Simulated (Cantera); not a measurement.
A perfectly stirred reactor is fed with H₂ : O₂ = 0.47 : 1 (molar parts), equivalence ratio 0.23, at 0.00360 bar; it is held at 1473 K, and followed from long to short residence time.

Model: the H2/O2 subset of GRI-Mech 3.0, which has no nitrogen chemistry, integrated in Cantera. Radical loss at walls, strong at low pressure, is not modelled. The temperature is held fixed by assumption; the heat of reaction is taken as removed at once.

### Question
Predict: x(H₂) at τ = 21.0 s; x(O₂) at τ = 21.0 s; x(H) at τ = 21.0 s; x(H₂O₂) at τ = 21.0 s; x(O) at τ = 21.0 s; x(H₂) at τ = 81.0 ms; x(O₂) at τ = 81.0 ms; x(H) at τ = 81.0 ms; x(H₂O₂) at τ = 81.0 ms; x(O) at τ = 81.0 ms.

### Answer
x(H₂) at τ = 21.0 s: 0.00123
x(O₂) at τ = 21.0 s: 0.613
x(H) at τ = 21.0 s: 0.000857
x(H₂O₂) at τ = 21.0 s: 3.30e-8
x(O) at τ = 21.0 s: 0.00424
x(H₂) at τ = 81.0 ms: 0.0213
x(O₂) at τ = 81.0 ms: 0.524
x(H) at τ = 81.0 ms: 0.0803
x(H₂O₂) at τ = 81.0 ms: 7.40e-8
x(O) at τ = 81.0 ms: 0.0884
